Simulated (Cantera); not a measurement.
**Thermodynamics of roasting and sulfation, feed FeS + O2 + N2**

A closed system holds: 1 mol FeS, 0.53 mol O2, 1.2 mol N2, at 26.0 mbar.

These are equilibrium values from Cantera (NASA tables, ideal gas, pure condensed phases), not measurements of a reactor. Candidate condensed phases: Fe, FeO, FeS, FeSO4, FeS2, Fe2O3, Fe2(SO4)3, Fe3O4, S; 19 gas species. Mutual solubility and eutectic melting of coexisting phases are not modelled. FeS: taken at fixed stoichiometry. Gases not in the tables: S3 to S7. Equilibrium is a limit: real reactors are often held back by kinetics, nucleation or transport.

At 750 K the condensed part is FeS2(s) + Fe3O4(s). At 800 K the condensed part is FeS(s) + FeS2(s) + Fe3O4(s). From 850 K to 1100 K the condensed part is FeS(s) + Fe3O4(s).

| T (K) | x N2 | x SO2 | x S2 | x S2O | x SO | x S | x SO3 | n FeS2(s) | n Fe3O4(s) | n FeS(s) |
|---|---|---|---|---|---|---|---|---|---|---|
| 750 | 0.890 | 0.109 | 0.000844 | 4.48e-5 | 7.03e-8 | <1e-12 | 1.61e-10 | 0.425 | 0.192 | 0 |
| 800 | 0.830 | 0.166 | 0.00380 | 0.000164 | 4.28e-7 | 4.04e-12 | 4.74e-10 | 0.185 | 0.145 | 0.379 |
| 850 | 0.790 | 0.204 | 0.00625 | 0.000255 | 1.58e-6 | 3.48e-11 | 1.19e-9 | 0 | 0.110 | 0.670 |
| 900 | 0.789 | 0.202 | 0.00838 | 0.000307 | 4.40e-6 | 2.20e-10 | 2.09e-9 | 0 | 0.111 | 0.666 |
| 950 | 0.789 | 0.200 | 0.0109 | 0.000362 | 1.10e-5 | 1.14e-9 | 3.44e-9 | 0 | 0.113 | 0.662 |
| 1000 | 0.788 | 0.197 | 0.0139 | 0.000420 | 2.50e-5 | 5.05e-9 | 5.39e-9 | 0 | 0.115 | 0.656 |
| 1050 | 0.788 | 0.194 | 0.0172 | 0.000480 | 5.26e-5 | 1.94e-8 | 8.05e-9 | 0 | 0.117 | 0.650 |
| 1100 | 0.787 | 0.191 | 0.0209 | 0.000539 | 0.000103 | 6.59e-8 | 1.16e-8 | 0 | 0.119 | 0.643 |
x: gas mole fraction; n: condensed amount in mol.
